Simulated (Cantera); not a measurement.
## Adiabatic ignition

An adiabatic, constant-volume homogeneous reactor starts with CH3OH : O2 : N2 : CO2 = 1 : 2.5 : 11.2 : 0.032 (molar parts), at 973 K and 14.0 bar.

Computed with Cantera and GRI-Mech 3.0 (53 species, 325 reactions). GRI-Mech 3.0 was tuned for natural gas; its chemistry of methanol as a main component is partial and can be far from experiment. The pressure lies above the range GRI-Mech 3.0 was tuned for (to about 10 atm). Below about 1000 K GRI-Mech 3.0 lacks low-temperature oxidation paths.

| t (s) | T (K) | P (bar) | x CH3OH | x O2 | x CH2O | x CH3 | x HCN | x H2O | x C2H |
|---|---|---|---|---|---|---|---|---|---|
| 1.00e-5 | 973 | 14.0 | 0.0679 | 0.170 | 4.43e-11 | 9.38e-12 | <1e-12 | 3.85e-11 | <1e-12 |
| 2.46e-5 | 973 | 14.0 | 0.0679 | 0.170 | 1.19e-10 | 1.43e-11 | <1e-12 | 9.52e-11 | <1e-12 |
| 6.05e-5 | 973 | 14.0 | 0.0679 | 0.170 | 3.16e-10 | 1.62e-11 | <1e-12 | 2.35e-10 | <1e-12 |
| 0.000149 | 973 | 14.0 | 0.0679 | 0.170 | 8.04e-10 | 1.63e-11 | <1e-12 | 5.78e-10 | <1e-12 |
| 0.000366 | 973 | 14.0 | 0.0679 | 0.170 | 2.01e-9 | 1.63e-11 | <1e-12 | 1.42e-9 | <1e-12 |
| 0.000902 | 973 | 14.0 | 0.0679 | 0.170 | 4.97e-9 | 1.63e-11 | <1e-12 | 3.51e-9 | <1e-12 |
| 0.00222 | 973 | 14.0 | 0.0679 | 0.170 | 1.23e-8 | 1.63e-11 | <1e-12 | 8.64e-9 | <1e-12 |
| 0.00546 | 973 | 14.0 | 0.0679 | 0.170 | 3.08e-8 | 1.63e-11 | <1e-12 | 2.15e-8 | <1e-12 |
| 0.0134 | 973 | 14.0 | 0.0679 | 0.170 | 8.36e-8 | 1.62e-11 | <1e-12 | 5.83e-8 | <1e-12 |
| 0.0330 | 973 | 14.0 | 0.0679 | 0.170 | 3.30e-7 | 1.61e-11 | <1e-12 | 2.43e-7 | <1e-12 |
| 0.0813 | 973 | 14.0 | 0.0679 | 0.170 | 4.03e-6 | 1.55e-11 | <1e-12 | 3.39e-6 | <1e-12 |
| 0.200 | 2383 | 35.5 | <1e-12 | 0.0603 | 3.66e-12 | <1e-12 | 2.17e-12 | 0.129 | <1e-12 |
x: mole fraction; the columns are a selection and need not sum to one.

time of steepest temperature rise: 0.156 s
temperature at 0.200 s: 2383 K
equilibrium temperature: 2383 K
x(CH3OH) at 0.200 s: <1e-12 (gas-phase equilibrium <1e-12)
x(O2) at 0.200 s: 0.0603 (gas-phase equilibrium 0.0603)
x(CH2O) at 0.200 s: 3.66e-12 (gas-phase equilibrium 3.66e-12)
